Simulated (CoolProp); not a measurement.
Vapour pressure (kPa) of m-xylene: the reference equation beside estimates from Tc = 343.7 °C, pc = 3535 kPa, ω = 0.326.

Values from CoolProp's reference Helmholtz-energy equation of state, Zhou 2012.

```
T (°C)  reference  Lee-Kesler  Soave-Redlich-Kwong  Peng-Robinson
------  ---------  ----------  -------------------  -------------
98.65       29.78       28.79                29.05          29.79
104.35      36.07       35.02                35.28          36.05
110.05      43.39       42.30                42.55          43.34
115.65      51.70       50.61                50.84          51.62
121.35      61.43       60.35                60.55          61.30
127.05      72.58       71.54                71.71          72.40
132.75      85.27       84.32                84.45          85.05
138.45      99.67       98.85                98.92          99.39
144.05      115.6       115.0                115.0          115.3
149.75      133.8       133.4                133.4          133.5
155.45      154.2       154.1                154.0          153.8
161.15      177.0       177.2                177.1          176.6
166.85      202.3       202.9                202.7          201.8
172.45      229.8       230.8                230.6          229.3
178.15      260.6       262.1                262.0          260.2
```

Absolute difference from the reference over all 15 rows, mean and median: Lee-Kesler 1.2 and 0.8 %, Soave-Redlich-Kwong 1.0 and 0.8 %, Peng-Robinson 0.2 and 0.2 %.
